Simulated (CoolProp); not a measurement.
Vapour-liquid equilibrium of CH2F2 (R32) (1) + R227EA (2) at 0.388 MPa; x and y are mole fractions of (1).

The numbers come from the multi-fluid Helmholtz-energy mixture model, Tillner-Roth 1997 and Lemmon 2016; pair parameters Bell 2016 in CoolProp.

Problem. Give the bubble temperature and the first vapour's composition at x = 0.15, 0.25, 0.45. Is there an azeotrope?

Solution. x = 0.15: 280.7 K, y = 0.409; x = 0.25: 274.0 K, y = 0.578; x = 0.45: 264.6 K, y = 0.770. No azeotrope shows between x = 0.05 and 0.95.

The pair parameters rest on a limited set of measurements; away from them the model extrapolates.
